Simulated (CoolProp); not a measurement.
Properties of carbon dioxide at several states (Tc = 304.1 K, pc = 7.377 MPa, ω = 0.224).

The numbers come from the reference Helmholtz-energy equation of state, Span 1996 in CoolProp.

```csv
T (K),p (MPa),phase,cv (kJ/(kg K)),speed of sound (m/s),expansivity (1/kK)
786.6,35.2,supercritical,0.9947,[?],1.428
375.9,1.26,gas,0.7415,294.5,2.947
433.1,4.4,gas,0.8005,311.0,2.900
306.6,27.2,supercritical,0.9142,[?],4.373
560.5,0.0117,gas,0.8637,359.2,1.785
844.1,0.0296,gas,[?],[?],1.185
```

Some entries are withheld; supply them.


- 786.6, speed of sound (m/s): 475.7
- 306.6, speed of sound (m/s): 629.8
- 844.1, cv (kJ/(kg K)): 0.9964
- 844.1, speed of sound (m/s): 435.6
